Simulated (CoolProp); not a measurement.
Vapour-liquid equilibrium of R134a (1) + isobutane (2) at 39.65 °C; x and y are mole fractions of (1).

Computed with CoolProp (multi-fluid Helmholtz-energy mixture model, Tillner-Roth 1994 and Bücker 2006; pair parameters Bell 2016).

Q: Give the bubble pressure and the first vapour's composition at x = 0.35, 0.45, 0.55. Is there an azeotrope?

A: x = 0.35: 10.23 bar, y = 0.563; x = 0.45: 10.71 bar, y = 0.609; x = 0.55: 11.03 bar, y = 0.650. y crosses x between x = 0.65 and 0.75: the model has an azeotrope there.

The pair parameters rest on a limited set of measurements; away from them the model extrapolates.
